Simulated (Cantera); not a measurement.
Equilibrium for hydrogen reduction and annealing atmospheres: Fe2O3 + H2 + H2O

A closed system holds: 1 mol Fe2O3, 360 mol H2, 0.25 mol H2O, equilibrated at 8.40 mbar.

Method: chemical equilibrium by Gibbs-energy minimisation in Cantera with the NASA 1993 tables (ideal gas, pure condensed phases). Candidate condensed phases: Fe, FeO, Fe(OH)2, Fe(OH)3, Fe2O3, Fe3O4, H2O; 12 gas species. Rates play no part.

From 375 °C to 875 °C the condensed part is Fe(α). From 925 °C to 975 °C the condensed part is Fe(γ).

| T (°C) | x H2 | x H2O | x H | x Fe | n Fe(α) | n Fe(γ) |
|---|---|---|---|---|---|---|
| 375 | 0.991 | 0.00902 | <1e-12 | <1e-12 | 2.00 | 0 |
| 425 | 0.991 | 0.00902 | <1e-12 | <1e-12 | 2.00 | 0 |
| 475 | 0.991 | 0.00902 | 3.13e-12 | <1e-12 | 2.00 | 0 |
| 525 | 0.991 | 0.00902 | 2.89e-11 | <1e-12 | 2.00 | 0 |
| 575 | 0.991 | 0.00902 | 2.07e-10 | <1e-12 | 2.00 | 0 |
| 625 | 0.991 | 0.00902 | 1.19e-9 | <1e-12 | 2.00 | 0 |
| 675 | 0.991 | 0.00902 | 5.69e-9 | <1e-12 | 2.00 | 0 |
| 725 | 0.991 | 0.00902 | 2.34e-8 | 1.61e-12 | 2.00 | 0 |
| 775 | 0.991 | 0.00902 | 8.39e-8 | 1.67e-11 | 2.00 | 0 |
| 825 | 0.991 | 0.00902 | 2.69e-7 | 1.39e-10 | 2.00 | 0 |
| 875 | 0.991 | 0.00902 | 7.78e-7 | 9.50e-10 | 2.00 | 0 |
| 925 | 0.991 | 0.00902 | 2.06e-6 | 5.52e-9 | 0 | 2.00 |
| 975 | 0.991 | 0.00902 | 5.07e-6 | 2.77e-8 | 0 | 2.00 |
x: gas mole fraction; n: condensed amount in mol.
